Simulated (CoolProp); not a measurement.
Acetone along the isotherm 550 K: Z from the reference equation and from simpler models built on Tc = 508.1 K, pc = 46.92 bar, ω = 0.307; each cubic takes its own stable root.

Values from CoolProp's reference Helmholtz-energy equation of state, Lemmon 2006. It is a short technical equation, of lower accuracy than the large ones.

```tsv
p (bar)	phase	reference
18	gas	0.8805
36.1	gas	0.7471
54.1	supercritical	0.5925
72.2	supercritical	0.4034
90.2	supercritical	0.3239
108	supercritical	0.3379
126	supercritical	0.3665
144	supercritical	0.3990
162	supercritical	0.4328
180	supercritical	0.4671
199	supercritical	0.5034
217	supercritical	0.5377
235	supercritical	0.5719
```

Task: How far does each simpler model (Redlich-Kwong, Soave-Redlich-Kwong, Peng-Robinson) lie from the reference over these 13 states: mean and median of the absolute difference, and the worst?

Result: 
- Redlich-Kwong: mean 18.8 %, median 25.4 %, worst +28.1 % at 550 K and 108 bar
- Soave-Redlich-Kwong: mean 24.7 %, median 28.9 %, worst +37.5 % at 550 K and 90.2 bar
- Peng-Robinson: mean 15.3 %, median 16.8 %, worst +27.4 % at 550 K and 90.2 bar
